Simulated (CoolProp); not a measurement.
A simple Rankine cycle with ammonia: condensing at 297.15 K, boiler at 6.57 MPa, turbine inlet 415.6 K, turbine efficiency 0.75, pump efficiency 0.6, no recuperator. Each further row changes one setting.

Values from CoolProp's reference Helmholtz-energy equation of state, Gao 2020.

```tsv
case	thermal efficiency (%)	net work (kJ/kg)	heat in (kJ/kg)	turbine exit temperature (K)	volume ratio over the turbine
as stated	[?]	[?]	1310	297.1	5.36
turbine inlet 435.6 K	13.9	192	1380	303.6	5.17
condensing temperature 289.15 K	14.7	197	[?]	289.1	6.78
boiler pressure 4.6 MPa	11.8	162	[?]	311.1	3.79
turbine efficiency 0.65	[?]	150	1310	297.1	5.48
```

### Question
What belongs in the gaps?

### Answer

- as stated, thermal efficiency (%): 13.4
- as stated, net work (kJ/kg): 176
- condensing temperature 289.15 K, heat in (kJ/kg): 1350
- boiler pressure 4.6 MPa, heat in (kJ/kg): 1370
- turbine efficiency 0.65, thermal efficiency (%): 11.5

The expansion ends wet for: as stated; condensing temperature 289.15 K; turbine efficiency 0.65.
